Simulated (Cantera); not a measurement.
**Equilibrium for thermal oxidation and active oxidation of silicon: Si + O₂ + H₂ + N₂O**

Input: 1 mol Si, 0.081 mol O₂, 22 mol H₂, 0.068 mol N₂O, held at 10.0 mbar.

Equilibrium computed with Cantera from the NASA thermochemical tables; the gas is ideal and each condensed phase is pure. Candidate condensed phases: H₂O, Si, SiO₂, Si₂N₂O, Si₃N₄; 35 gas species. Mutual solubility and eutectic melting of coexisting phases are not modelled. The tables' values for SiN are old estimates; treat these amounts as uncertain. The tables hold silica as quartz up to 1696 K and as liquid above; real silica turns to tridymite and cristobalite and melts near 1996 K. Gases not in the tables: Si₂H₆ and higher silanes. Kinetics and transport are ignored.

```tsv
T (K)	x H₂	x H	x Si	x SiO	x N₂	x SiH	n Si(s)	n SiO₂(β-quartz)	n Si₂N₂O(s)	n Si(l)
1225	1.000	3.12e-6	3.46e-10	0.000109	1.30e-9	4.43e-10	0.782	0.0798	0.0680	0
1375	0.996	3.42e-5	4.11e-8	0.00430	2.34e-7	2.31e-8	0.736	0.0335	0.0680	0
1525	0.992	0.000236	1.89e-6	0.00747	0.000162	5.45e-7	0.706	0	0.0644	0
1675	0.985	0.00115	4.34e-5	0.0103	0.00305	7.23e-6	0.769	0	0	0
1825	0.982	0.00436	0.000455	0.0103	0.00304	4.79e-5	0	0	0	0.758
1975	0.970	0.0135	0.00323	0.0102	0.00301	0.000229	0	0	0	0.688
2125	0.933	0.0351	0.0174	0.00995	0.00292	0.000863	0	0	0	0.328
```
x: gas mole fraction; n: condensed amount in mol.

From 1225 K to 1375 K the condensed part is Si(s) + SiO₂(β-quartz) + Si₂N₂O(s). At 1525 K the condensed part is Si(s) + Si₂N₂O(s). At 1675 K the condensed part is Si(s). From 1825 K to 2125 K the condensed part is Si(l). The main Si-bearing gas is SiO at 1225 K and Si at 2125 K. The share of Si in condensed phases is highest at 1225 K (99.8 %) and lowest at 2125 K (32.8 %).
